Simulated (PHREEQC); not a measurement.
## Copper plating or etch bath: speciation

A solution holds 0.00012 mol Cu(BF4)2, 0.0095 mol HCl and 0.0012 mol KCl per kg of water, at 25 °C. Closed to the air; pH follows from the charge balance.

Model: ion-association model, phreeqc.dat, run in PHREEQC.

Precipitation was switched off in this run.

Estimate the pH, specific conductance.

pH 2.07; specific conductance 3890 µS/cm.

In which forms is F present?

HF 91 %, F- 8.0 % of the F.

Real BF4- forms and hydrolyses slowly; the run takes it at equilibrium.
